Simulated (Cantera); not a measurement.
Charge: 1 mol borazine, a varied amount of NH3, held at 1923.15 K and 16.0 Pa.

Points: n(NH3) (mol) = 0.31, 0.44, 0.62, 0.88, 1.2, 1.7, 2.5, 3.5, 4.9.

Cantera's Mixture.equilibrate('TP', solver="vcs", rtol=1e-11, max_steps=5000) on the NASA tables stopped like this:

```
ERROR: FAILURE its = 5001!

*******************************************************************************
CanteraError thrown by MultiPhase::equilibrate:
VCS solver failed. Return code: -1
*******************************************************************************
```

Q: What got this run through?

A: One answer among several that fit: The failure is numerical, not chemical. The same input converged with solver="gibbs", rtol=1e-10, max_steps=50000, and the result passed a check of the equilibrium conditions:
```
log10 of partial pressures in bar; condensed amounts in mol
    n(NH3)        H2        N2         H         B       BH2      B(b)     BN(s)
      0.31    -3.942    -4.447    -4.997    -7.453    -7.472     1.762     1.236
      0.44    -3.942    -4.447    -4.997    -7.453    -7.472     1.749     1.249
      0.62    -3.942    -4.447    -4.997    -7.453    -7.472      1.73     1.267
      0.88    -3.942    -4.447    -4.997    -7.453    -7.472     1.704     1.294
       1.2    -3.942    -4.447    -4.997    -7.453    -7.472     1.671     1.327
       1.7    -3.942    -4.447    -4.997    -7.453    -7.472     1.619     1.378
       2.5    -3.942    -4.447    -4.997    -7.453    -7.472     1.537     1.459
       3.5    -3.942    -4.447    -4.997    -7.453    -7.472     1.434     1.561
       4.9    -3.942    -4.447    -4.997    -7.453    -7.472      1.29     1.704
```

The gas is ideal and each condensed phase is pure. The feed counts by its element totals alone. Mutual solubility and eutectic melting of coexisting phases are not modelled. The tables' values for BH2 are old estimates; treat these amounts as uncertain.
